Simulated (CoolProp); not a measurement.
Vapour-liquid equilibrium of ethylbenzene (1) + m-xylene (2) at 1.46 bar; x and y are mole fractions of (1).

The numbers come from the multi-fluid Helmholtz-energy mixture model, Zhou 2012 and Zhou 2012; pair parameters Bell 2016 in CoolProp.

```csv
x,"bubble temperature, mixture model (°C)","bubble temperature, Raoult's law (°C)","y, mixture model","y, Raoult's law"
0.05,(withheld),153.1,0.054,0.054
0.2,152.5,152.6,(withheld),0.212
0.35,(withheld),152.2,0.367,0.367
0.5,(withheld),151.8,(withheld),0.518
0.65,151.2,151.3,(withheld),0.666
0.8,(withheld),150.9,(withheld),0.811
0.95,150.4,150.5,0.952,0.953
```

Problem. Complete the blanks.

Solution. 
- 0.05, bubble temperature, mixture model (°C): 153.0
- 0.2, y, mixture model: 0.213
- 0.35, bubble temperature, mixture model (°C): 152.0
- 0.5, bubble temperature, mixture model (°C): 151.6
- 0.5, y, mixture model: 0.517
- 0.65, y, mixture model: 0.664
- 0.8, bubble temperature, mixture model (°C): 150.8
- 0.8, y, mixture model: 0.809

The largest gap from Raoult's law is -0.2 K in bubble temperature, at x = 0.5. No azeotrope shows between x = 0.05 and 0.95.

The pair parameters rest on a limited set of measurements; away from them the model extrapolates.
